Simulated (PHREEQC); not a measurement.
Dissolve 38 mmol/kgw HF and 0.038 mmol/kgw Na2SO4 at 70 °C. It is in equilibrium with CO2 at log p = -3.5 (atm). Otherwise closed; pH follows from the charge balance.

Computed with PHREEQC (ion-association model, phreeqc.dat).

Each row changes one thing in this solution. Precipitation was switched off in this run.

| case | pH | ionic strength (mol/kgw) | HF (mol/kgw) | F- (mol/kgw) | HF2- (mol/kgw) | SO4-2 (mol/kgw) |
|---|---|---|---|---|---|---|
| as made | 2.48 | 0.00362 | 0.0340 | 0.00308 | 0.000458 | 2.11e-5 |
| temperature from 70 to 50 °C | 2.40 | 0.00436 | 0.0332 | 0.00374 | 0.000538 | 2.43e-5 |
| HF from 0.038 to 0.076 mol/kgw | 2.30 | 0.00553 | 0.0693 | 0.00419 | 0.00127 | 1.75e-5 |
| temperature from 70 to 75 °C | 2.50 | 0.00344 | 0.0342 | 0.00293 | 0.000435 | 2.02e-5 |
| Na2SO4 replaced by MnSO4 at the same molality | 2.48 | 0.00366 | 0.0340 | 0.00308 | 0.000458 | 2.10e-5 |
| Na2SO4 from 3.8e-05 to 1.9e-05 mol/kgw | 2.48 | 0.00357 | 0.0340 | 0.00308 | 0.000458 | 1.05e-5 |
| diluted 2-fold with water | 2.65 | 0.00239 | 0.0165 | 0.00219 | 0.000158 | 1.22e-5 |

Away from 25 °C the constants follow the database's enthalpies or fits; those with neither stay at their 25 °C values.
